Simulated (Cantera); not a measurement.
An adiabatic, constant-pressure homogeneous reactor starts with 2.30 % C3H8, 20.5 % O2, 77.2 % N2, at 1425 K and 2630 Torr.

Detailed kinetics in Cantera: GRI-Mech 3.0 (53 species, 325 reactions). GRI-Mech 3.0 was tuned for natural gas; its chemistry of propane as a main component is partial and can be far from experiment.

x: mole fraction; the columns are a selection and need not sum to one.

```
t (s)     T (K)  x C3H8    x O2    x CO2    x CH2O      x H2     x H2O
--------  -----  ------  ------  -------  --------  --------  --------
2.00e-6    1424  0.0229   0.205  9.14e-9       ___   1.13e-5   8.67e-6
9.28e-6    1423  0.0223   0.205  1.14e-6       ___  0.000115  0.000205
4.31e-5    1429  0.0178   0.201  2.98e-5       ___   0.00124   0.00270
0.000200   2507  <1e-12  0.0872   0.0619  7.11e-12   0.00106    0.0837
0.000928   2512  <1e-12  0.0864   0.0625  6.09e-12  0.000969    0.0840
0.00431    2503  <1e-12  0.0840   0.0626  5.78e-12  0.000946    0.0842
0.0200     2493  <1e-12  0.0808   0.0628  5.40e-12  0.000917    0.0844
0.0928     2492  <1e-12  0.0806   0.0628  5.38e-12  0.000915    0.0845
0.431      2492  <1e-12  0.0806   0.0628  5.38e-12  0.000915    0.0845
2.00       2492  <1e-12  0.0806   0.0628  5.38e-12  0.000915    0.0845
```

Problem. What belongs in the gaps?

Solution. 
- 2.00e-6, x CH2O: 1.95e-6
- 9.28e-6, x CH2O: 0.000118
- 4.31e-5, x CH2O: 0.00135
